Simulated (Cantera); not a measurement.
Mixture: H2 : O2 : N2 = 1 : 0.25 : 1.52 (molar parts), equivalence ratio 2.0, at 2550 Torr, adiabatic and at constant volume. Ignition delay is the time to a rise of 400 K.

Cantera simulation using GRI-Mech 3.0 (53 species, 325 reactions); the numbers are that mechanism's predictions, not measurements. The hydrogen kinetics of GRI-Mech 3.0 are dated; newer H2 mechanisms differ, most at raised pressure. Where the delays flatten at high temperature, the 400 K rule measures the pace of heat release, not the induction time.

Task: What does this change do: 0.078 parts CO2 added?

Result: 
```
quantity          before    after
---------------  -------  -------
delay at 1225 K  19.9 µs  20.8 µs
delay at 1425 K  7.21 µs  7.49 µs
delay at 1625 K  4.13 µs  4.36 µs
delay at 1825 K  3.14 µs  3.42 µs
```
